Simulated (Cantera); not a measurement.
What does this Cantera script print?

```python
import numpy as np
import cantera as ct

gas_names = """
    C CN CO CO2 C2 CCN CNC C2N2 C2O C3 C3O2 C4 C4N2 C5 N NCO NO NO2 NO3 N2 N2O O O2 O3 Si SiC SiC2 SiN
    SiO SiO2 Si2 Si2C Si2N Si3
""".split()
cond_names = """
    C(gr) Si(cr) Si(L) SiC(b) SiO2(Lqz) SiO2(hqz) SiO2(L) Si2N2O(s) Si3N4(a)
""".split()


# ... load() reads the species with a 1 bar reference pressure and builds the phases ...
atoms = {
    'Si3N4': {'Si': 3, 'N': 4},
    'CO2': {'C': 1, 'O': 2},
    'N2': {'N': 2},
}
top_T = {'C(gr)': 4500, 'SiC(b)': 3050, 'Si2N2O(s)': 2100, 'Si3N4(a)': 2400}  # K; cautious upper limits of use, not melting points


# ... equilibrate(T, P, feed) seeds the gas with the atoms and calls Mixture.equilibrate('TP', solver="vcs", rtol=1e-11, max_steps=5000) ...
results = []
feed = {'Si3N4': 1, 'CO2': 0.17, 'N2': 240}  # mol
T = 2025  # K
P = 0.36  # Pa
mix = equilibrate(T, P, feed)
results.append((T, P, feed, dict(zip(mix.species_names, mix.species_moles))))
x = sorted(zip(gas.X, gas.species_names), reverse=True)
print(f"T = {T:g} K  P = {P:g} Pa  gas = {mix.phase_moles(0):.4g} mol")
print("   x: " + "  ".join(f"{s} {v:.3e}" for v, s in x if v > 1e-05))
print("   condensed (mol): " + ("  ".join(f"{mix.phase(i).name} {mix.phase_moles(i):.4g}"
      for i in range(1, mix.n_phases) if mix.phase_moles(i) > 1e-12) or "none"))
```

It prints:

```
T = 2025 K  P = 0.36 Pa  gas = 245.2 mol
   x: N2 9.871e-01  Si 1.154e-02  SiO 6.934e-04  CO 6.933e-04
   condensed (mol): none
```

Cantera equilibrium calculation (NASA polynomials, part measured and part estimated; ideal gas, pure solids and liquids).
